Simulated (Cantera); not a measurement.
Silicon nitride deposition: SiH₂Cl₂ + N₂ + H₂

Feed: 1 mol SiH₂Cl₂, 0.24 mol N₂, a varied amount of H₂, held at 477 °C and 13.0 Pa.

Cantera equilibrium calculation (NASA polynomials, part measured and part estimated; ideal gas, pure solids and liquids). Candidate condensed phases: NH₄Cl, Si, Si₃N₄; 28 gas species. N₂ is the only nitrogen source here; it is nearly inert below about 1500 K, so the nitride shown seldom forms there in practice. The tables' values for SiCl₃ are old estimates; treat these amounts as uncertain. Rates play no part.

| n(H₂) (mol) | x H₂ | x SiCl₄ | x HCl | x SiHCl₃ | x SiCl₃ | x SiCl₂ | x SiH₂Cl₂ | n Si(s) | n Si₃N₄(s) |
|---|---|---|---|---|---|---|---|---|---|
| 4.3 | 0.908 | 0.0804 | 0.00593 | 0.00557 | 0.000121 | 3.36e-5 | 2.83e-5 | 0.140 | 0.120 |
| 5.5 | 0.923 | 0.0662 | 0.00570 | 0.00486 | 0.000105 | 3.05e-5 | 2.61e-5 | 0.141 | 0.120 |
| 7.1 | 0.937 | 0.0535 | 0.00544 | 0.00417 | 8.92e-5 | 2.74e-5 | 2.38e-5 | 0.142 | 0.120 |
| 9 | 0.948 | 0.0435 | 0.00520 | 0.00359 | 7.63e-5 | 2.47e-5 | 2.17e-5 | 0.144 | 0.120 |
| 12 | 0.959 | 0.0335 | 0.00490 | 0.00297 | 6.27e-5 | 2.17e-5 | 1.93e-5 | 0.146 | 0.120 |
| 15 | 0.966 | 0.0272 | 0.00466 | 0.00254 | 5.36e-5 | 1.95e-5 | 1.75e-5 | 0.148 | 0.120 |
| 19 | 0.972 | 0.0216 | 0.00442 | 0.00215 | 4.51e-5 | 1.74e-5 | 1.57e-5 | 0.151 | 0.120 |
| 24 | 0.977 | 0.0171 | 0.00418 | 0.00181 | 3.80e-5 | 1.55e-5 | 1.41e-5 | 0.154 | 0.120 |
| 31 | 0.981 | 0.0132 | 0.00393 | 0.00150 | 3.13e-5 | 1.36e-5 | 1.24e-5 | 0.159 | 0.120 |
| 39 | 0.985 | 0.0104 | 0.00371 | 0.00125 | 2.62e-5 | 1.21e-5 | 1.11e-5 | 0.164 | 0.120 |
| 50 | 0.987 | 0.00803 | 0.00348 | 0.00103 | 2.15e-5 | 1.06e-5 | 9.73e-6 | 0.171 | 0.120 |
x: gas mole fraction; n: condensed amount in mol.

From 4.3 mol H₂ to 50 mol H₂ the condensed part is Si(s) + Si₃N₄(s). The main Si-bearing gas is SiCl₄ throughout. The share of Si in condensed phases is highest at 50 mol H₂ (53.1 %) and lowest at 4.3 mol H₂ (50.0 %).
